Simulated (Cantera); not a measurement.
Input (Python, Cantera):

```python
import numpy as np
import cantera as ct

gas = ct.Solution("gri30.yaml")


def delay(T, t_max=10):
    gas.TPX = T, 590000, {'H2': 0.6, 'O2': 0.602, 'N2': 2.27}
    reactor = ct.IdealGasConstPressureReactor(gas, clone=False)
    net = ct.ReactorNet([reactor])
    net.rtol, net.atol = 1e-8, 1e-16
    while net.time < t_max:
        t_old, T_old = net.time, reactor.T
        net.step()
        if reactor.T > T + 400:  # ignition: a rise of 400 K
            return t_old + (T + 400 - T_old) / (reactor.T - T_old) * (net.time - t_old)
    return np.nan


taus = []
for T in [1075, 1125, 1175, 1225, 1275, 1325, 1375, 1425]:
    taus.append(delay(T))
    print(f"T0 = {T:6g} K   tau = {taus[-1]:.4e} s")
```

It prints:

```
T0 =   1075 K   tau = 1.8614e-03 s
T0 =   1125 K   tau = 3.1350e-04 s
T0 =   1175 K   tau = 2.8495e-05 s
T0 =   1225 K   tau = 1.2266e-05 s
T0 =   1275 K   tau = 7.7500e-06 s
T0 =   1325 K   tau = 5.5987e-06 s
T0 =   1375 K   tau = 4.3439e-06 s
T0 =   1425 K   tau = 3.5301e-06 s
```

Cantera simulation using GRI-Mech 3.0 (53 species, 325 reactions); the numbers are that mechanism's predictions, not measurements. The hydrogen kinetics of GRI-Mech 3.0 are dated; newer H2 mechanisms differ, most at raised pressure. Where the delays flatten at high temperature, the 400 K rule measures the pace of heat release, not the induction time.
